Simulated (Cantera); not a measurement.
A closed system holds: 1 mol H2S, 0.065 mol H2, 3.5 mol O2, held at 1527 °C and 1650 Torr.

These are equilibrium values from Cantera (NASA tables, ideal gas, pure condensed phases), not measurements of a reactor. Candidate condensed phases: H2O, H2SO4, S; 19 gas species. Rates play no part.

Base state: O2 0.487, H2O 0.264, SO2 0.246, SO3 0.00267, OH 0.00113, O 5.72e-5, H2 1.37e-5 (mole fractions); condensed: gas only.

Task: What changes in the equilibrium state with this change: pressure from 1650 Torr to 56300 Torr?

Result: 
| species | before | after |
|---|---|---|
| O2 | 0.487 | 0.484 |
| H2O | 0.264 | 0.266 |
| SO2 | 0.246 | 0.235 |
| SO3 | 0.00267 | 0.0149 |
| H2SO4 | 7.21e-8 | 1.38e-5 |
| O | 5.72e-5 | 9.77e-6 |
| H2 | 1.37e-5 | 2.38e-6 |
| HO2 | 4.32e-6 | 1.04e-5 |
| OH | 0.00113 | 0.000471 |
The ideal-gas law is rough above about 30 bar.
